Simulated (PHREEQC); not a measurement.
Dissolve 0.24 mol NaHSO4 per kg of water at 25 °C. Closed to the air; pH follows from the charge balance.

Model: ion-association model, phreeqc.dat, run in PHREEQC.

Each row changes one thing in this solution. No solid was allowed to form.

```csv
case,pH,ionic strength (mol/kgw),Na+ (mol/kgw),HSO4- (mol/kgw),SO4-2 (mol/kgw),NaSO4- (mol/kgw)
as made,1.16,0.383,0.222,0.150,0.0712,0.0185
NaHSO4 replaced by Na2SO4 at the same molality,7.27,0.579,0.409,2.31e-7,0.169,0.0706
diluted 5-fold with water,1.68,0.0944,0.0460,0.0228,0.0232,0.00202
NaHSO4 from 0.24 to 0.264 mol/kgw,1.13,0.416,0.243,0.167,0.0760,0.0210
0.33 mol/kgw NaCl added,[?],0.712,0.534,0.133,0.0712,0.0362
NaHSO4 from 0.24 to 0.048 mol/kgw,1.68,0.0944,0.0460,0.0228,0.0232,0.00202
temperature from 25 to 45 °C,1.24,0.357,0.223,[?],0.0587,0.0168
```

Q: Fill in the missing entries.

A: 
- 0.33 mol/kgw NaCl added, pH: 1.09
- temperature from 25 to 45 °C, HSO4- (mol/kgw): 0.165

The ionic strength passes 0.7 mol/kgw, the rough limit of the ion-association models, in 0.33 mol/kgw NaCl added. Constants without temperature data keep their 25 °C values here.
